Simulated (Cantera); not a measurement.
Charge: 1 mol Si, 3.6 mol SF₆, 0.13 mol N₂, held at 1173 K and 0.0133 bar.

Cantera equilibrium calculation (NASA polynomials, part measured and part estimated; ideal gas, pure solids and liquids). Candidate condensed phases: S, Si, Si₃N₄; 29 gas species. The tables' values for SF₃, SF₅ are old estimates; treat these amounts as uncertain. The numbers say what is thermodynamically allowed, not how fast it happens.

Base state: SF₄ 0.419, SF₆ 0.339, SiF₄ 0.211, N₂ 0.0275, SF₃ 0.00185, F 0.000627, SF₂ 0.000274, SF₅ 0.000256 (mole fractions); condensed: gas only.

Q: What changes in the equilibrium state with this change: pressure from 0.0133 bar to 0.00390 bar?

A: 
```tsv
species	before	after
SF₄	0.419	0.420
SF₆	0.339	0.338
SiF₄	0.211	0.211
F	0.000627	0.00214
N₂	0.0275	0.0274
SF₂	0.000274	0.000275
SF₃	0.00185	0.00185
SF₅	0.000256	0.000255
```
